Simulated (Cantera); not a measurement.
Feed: 1 mol Si3N4, 0.28 mol C, 0.013 mol N2, equilibrated at 2675 °C and 0.000220 bar.

Equilibrium computed with Cantera from the NASA thermochemical tables; the gas is ideal and each condensed phase is pure. Candidate condensed phases: C, Si, SiC, Si3N4; 20 gas species. The tables' values for SiN are old estimates; treat these amounts as uncertain. Equilibrium is a limit: real reactors are often held back by kinetics, nucleation or transport.

Base state: Si 0.574, N2 0.384, C 0.0181, CN 0.0131, SiC2 0.00738, C3 0.00177, C2 0.00137, N 0.000414 (mole fractions); condensed: gas only.

Q: What changes in the equilibrium state with this change: C from 0.28 to 0.088 mol?

A: 
```tsv
species	before	after
Si	0.574	0.590
N2	0.384	0.394
C	0.0181	0.00779
CN	0.0131	0.00569
C3	0.00177	0.000141
C2	0.00137	0.000254
SiC2	0.00738	0.00140
SiC	0.000232	0.000103
Si2C	7.44e-5	3.38e-5
```
